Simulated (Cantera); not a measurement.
Charge: 1 mol Si, 3.8 mol F2, equilibrated at 748 K and 55.0 Pa.

Cantera equilibrium calculation (NASA polynomials, part measured and part estimated; ideal gas, pure solids and liquids). Candidate condensed phases: Si; 9 gas species. Equilibrium is a limit: real reactors are often held back by kinetics, nucleation or transport.

Base state: F2 0.551, SiF4 0.337, F 0.112 (mole fractions); condensed: gas only.

### Question
What changes in the equilibrium state with this change: temperature from 748 K to 1248 K?

### Answer
```
species  before     after
-------  ------  --------
F         0.112     0.782
SiF4      0.337     0.218
F2        0.551  0.000670
```
